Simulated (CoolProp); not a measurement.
R236FA along the isotherm 39.45 °C: fugacity coefficient from the reference equation and from simpler models built on Tc = 124.9 °C, pc = 3.191 MPa, ω = 0.377; each cubic takes its own stable root.

Model: reference Helmholtz-energy equation of state, Pan 2012, in CoolProp.

```json
[
 {"p (MPa)": "0.0151", "phase": "gas", "reference": "0.9960", "van der Waals": "0.9975", "Redlich-Kwong": "0.9968"},
 {"p (MPa)": "0.0344", "phase": "gas", "reference": "0.9910", "van der Waals": "0.9943", "Redlich-Kwong": "0.9928"},
 {"p (MPa)": "0.0784", "phase": "gas", "reference": "0.9795", "van der Waals": "0.9871", "Redlich-Kwong": "0.9835"},
 {"p (MPa)": "0.178", "phase": "gas", "reference": "0.9534", "van der Waals": "0.9707", "Redlich-Kwong": "0.9627"},
 {"p (MPa)": "0.406", "phase": "gas", "reference": "0.8936", "van der Waals": "0.9333", "Redlich-Kwong": "0.9151"},
 {"p (MPa)": "0.924", "phase": "liquid", "reference": "0.4218", "van der Waals": "0.8477", "Redlich-Kwong": "0.6448"},
 {"p (MPa)": "2.1", "phase": "liquid", "reference": "0.1955", "van der Waals": "0.4682", "Redlich-Kwong": "0.3020"},
 {"p (MPa)": "4.79", "phase": "liquid", "reference": "0.09652", "van der Waals": "0.2495", "Redlich-Kwong": "0.1521"}
]
```

At some of these states van der Waals gives the other phase, because its saturation line lies elsewhere.
